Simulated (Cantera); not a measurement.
**Stirred combustor or abatement burner**

A perfectly stirred reactor is fed with CH4 : C2H6 : O2 : N2 = 1 : 0.097 : 5.2 : 19.5 (molar parts), equivalence ratio 0.45, at 2.07 atm; it is adiabatic with a 575 K inlet, and is followed from long to short residence time, starting on the burning branch (τ in s: 0.024, 0.012, 0.0061, 0.0031, 0.0015, 0.00078, 0.00039, 0.0002, 0.0001, 5.1e-05, 2.6e-05, 1.3e-05).

Cantera simulation using GRI-Mech 3.0 (53 species, 325 reactions); the numbers are that mechanism's predictions, not measurements.

| τ (s) | T (K) | x CH4 | x C2H6 | x O2 | x H2O | x CH2O | x HCO | x C2H2 |
|---|---|---|---|---|---|---|---|---|
| 0.024 | 1604 | 3.15e-5 | 8.13e-7 | 0.111 | 0.0882 | 3.11e-6 | 2.29e-8 | 5.27e-7 |
| 0.012 | 1600 | 4.98e-5 | 1.29e-6 | 0.111 | 0.0880 | 5.12e-6 | 4.71e-8 | 6.23e-7 |
| 0.0061 | 1593 | 7.87e-5 | 2.04e-6 | 0.111 | 0.0878 | 8.38e-6 | 9.52e-8 | 7.08e-7 |
| 0.0031 | 1583 | 0.000126 | 3.26e-6 | 0.112 | 0.0874 | 1.39e-5 | 1.93e-7 | 7.80e-7 |
| 0.0015 | 1566 | 0.000219 | 5.58e-6 | 0.113 | 0.0869 | 2.44e-5 | 4.09e-7 | 8.47e-7 |
| 0.00078 | 1538 | 0.000392 | 9.89e-6 | 0.114 | 0.0861 | 4.33e-5 | 8.04e-7 | 9.38e-7 |
| 0.00039 | 575 | 0.0388 | 0.00376 | 0.202 | <1e-12 | <1e-12 | <1e-12 | <1e-12 |
| 0.00020 | 575 | 0.0388 | 0.00376 | 0.202 | <1e-12 | <1e-12 | <1e-12 | <1e-12 |
| 0.00010 | 575 | 0.0388 | 0.00376 | 0.202 | <1e-12 | <1e-12 | <1e-12 | <1e-12 |
| 5.1e-5 | 575 | 0.0388 | 0.00376 | 0.202 | <1e-12 | <1e-12 | <1e-12 | <1e-12 |
| 2.6e-5 | 575 | 0.0388 | 0.00376 | 0.202 | <1e-12 | <1e-12 | <1e-12 | <1e-12 |
| 1.3e-5 | 575 | 0.0388 | 0.00376 | 0.202 | <1e-12 | <1e-12 | <1e-12 | <1e-12 |
x: mole fraction; the columns are a selection and need not sum to one.
